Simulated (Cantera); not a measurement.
Input (Python, Cantera):

```python
import numpy as np
import cantera as ct

gas = ct.Solution("gri30.yaml")
gas.TPX = 1775, 71000, {'NO': 1, 'N2': 0.71}
reactor = ct.IdealGasConstPressureReactor(gas, energy="off", clone=False)
net = ct.ReactorNet([reactor])
net.rtol, net.atol = 1e-08, 1e-18
show = ['NO', 'N2O', 'O', 'O2', 'NO2', 'N2']
times = np.geomspace(6e-05, 10, 11)

steps = ct.SolutionArray(gas, extra=["t"])
rows = []
print(f"{'t/s':>10s}{'T/K':>9s}{'P/Pa':>11s}" + "".join(f"{s:>11s}" for s in show))
for t in times:
    while net.time < t:
        t_next = net.step()
        steps.append(gas.state, t=t_next)
    rows.append([np.interp(t, steps.t, y) for y in (steps.T, steps.P, *steps(*show).X.T)])
    print(f"{t:10.3e}{rows[-1][0]:9.1f}{rows[-1][1]:11.4g}" + "".join(f"{x:11.3e}" for x in rows[-1][2:]))
rate = np.gradient(steps.T, steps.t)
print("integrator steps:", len(steps.t))
if steps.T.max() > steps.T[0] + 200:
    print(f"time of steepest temperature rise: {steps.t[rate.argmax()]:.4e} s")
gas.TPX = 1775, 71000, {'NO': 1, 'N2': 0.71}
gas.equilibrate("TP")
print(f"equilibrium (TP): T = {gas.T:.1f} K  " + "  ".join(f"{s} {gas[s].X[0]:.3e}" for s in show))
```

It prints:

```
       t/s      T/K       P/Pa         NO        N2O          O         O2        NO2         N2
 6.000e-05   1775.0    7.1e+04  5.848e-01  2.661e-06  1.112e-06  8.872e-09  1.598e-06  4.152e-01
 1.997e-04   1775.0    7.1e+04  5.848e-01  8.663e-06  1.509e-06  6.169e-08  7.669e-06  4.152e-01
 6.645e-04   1775.0    7.1e+04  5.847e-01  2.683e-05  2.501e-06  5.999e-07  2.939e-05  4.152e-01
 2.212e-03   1775.0    7.1e+04  5.845e-01  7.111e-05  5.550e-06  1.086e-05  1.022e-04  4.153e-01
 7.360e-03   1775.0    7.1e+04  5.840e-01  1.265e-04  9.558e-06  1.655e-04  2.074e-04  4.155e-01
 2.449e-02   1775.0    7.1e+04  5.824e-01  1.386e-04  1.058e-05  9.370e-04  2.325e-04  4.163e-01
 8.152e-02   1775.0    7.1e+04  5.772e-01  1.358e-04  1.210e-05  3.530e-03  2.682e-04  4.189e-01
 2.713e-01   1775.0    7.1e+04  5.602e-01  1.272e-04  1.604e-05  1.194e-02  3.551e-04  4.274e-01
 9.029e-01   1775.0    7.1e+04  5.091e-01  1.037e-04  2.423e-05  3.735e-02  5.024e-04  4.529e-01
 3.005e+00   1775.0    7.1e+04  3.847e-01  5.807e-05  3.719e-05  9.950e-02  5.956e-04  5.151e-01
 1.000e+01   1775.0    7.1e+04  1.957e-01  1.484e-05  5.082e-05  1.941e-01  4.194e-04  6.096e-01
integrator steps: 902
equilibrium (TP): T = 1775.0 K  NO 4.260e-03  N2O 1.959e-07  O 6.158e-05  O2 2.902e-01  NO2 1.114e-05  N2 7.054e-01
```

Cantera simulation using GRI-Mech 3.0 (53 species, 325 reactions); the numbers are that mechanism's predictions, not measurements.
